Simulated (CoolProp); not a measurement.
Decamethyltetrasiloxane (MD2M) along the isotherm 168.55 °C: density (kg/m³) from the reference equation and from simpler models built on Tc = 326.2 °C, pc = 1.144 MPa, ω = 0.635; each cubic takes its own stable root.

Model: reference Helmholtz-energy equation of state, Thol 2017, in CoolProp.

| p (MPa) | phase | reference | van der Waals | Redlich-Kwong | Peng-Robinson |
|---|---|---|---|---|---|
| 0.191 | liquid | 699.1 | … | 566.6 | 708.3 |
| 0.381 | liquid | 700.0 | … | 569.6 | 709.7 |
| 0.572 | liquid | … | 398.9 | 572.5 | 711.1 |
| 0.763 | liquid | 701.6 | 402.2 | … | 712.5 |
| 0.953 | liquid | 702.5 | 405.3 | 577.9 | 713.8 |
| 1.14 | liquid | 703.2 | 408.1 | … | 715.0 |
| 1.33 | liquid | 704.0 | 410.8 | 582.9 | 716.3 |
| 1.53 | liquid | 704.9 | 413.5 | 585.4 | 717.6 |
| 1.72 | liquid | 705.6 | 415.8 | 587.7 | 718.8 |

Task: What belongs in the gaps?

Result: 
- 0.191, van der Waals: 18.22
- 0.381, van der Waals: 395.2
- 0.572, reference: 700.8
- 0.763, Redlich-Kwong: 575.3
- 1.14, Redlich-Kwong: 580.5

At some of these states van der Waals gives the other phase, because its saturation line lies elsewhere.
